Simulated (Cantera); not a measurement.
**Equilibrium for nitride etching: Si₃N₄ + H₂**

A closed system holds: 1 mol Si₃N₄, 160 mol H₂.

Equilibrium computed with Cantera from the NASA thermochemical tables; the gas is ideal and each condensed phase is pure. Candidate condensed phases: Si, Si₃N₄; 18 gas species. Rates play no part.

Q: Map the stable condensed phases over T = 1575, 1600, 1625, 1650, 1675, 1700, 1725, 1750, 1775, 1800 °C and P in Pa = 1, 3.2, 10, 32, 100, 320, 1000, 3200, 10000, 32000, 100000.

A: 
```
T in °C \ P in Pa
              1    3.2     10     32    100    320   1000   3200  10000  32000 100000
   1800       A      A      A      A      A      A      B      B      B      B      B
   1775       A      A      A      A      A      A      B      B      B      B      B
   1750       A      A      A      A      A      A      B      B      B      B      B
   1725       A      A      A      A      A      B      B      B      B      B      B
   1700       A      A      A      A      A      B      B      B      B      B      B
   1675       A      A      A      A      A      B      B      B      B      B      B
   1650       A      A      A      A      B      B      B      B      B      B      B
   1625       A      A      A      A      B      B      B      B      B      B      B
   1600       A      A      A      A      B      B      B      B      B      B      B
   1575       A      A      A      A      B      B      B      B      B      B      B
```
A: gas only; B: Si.
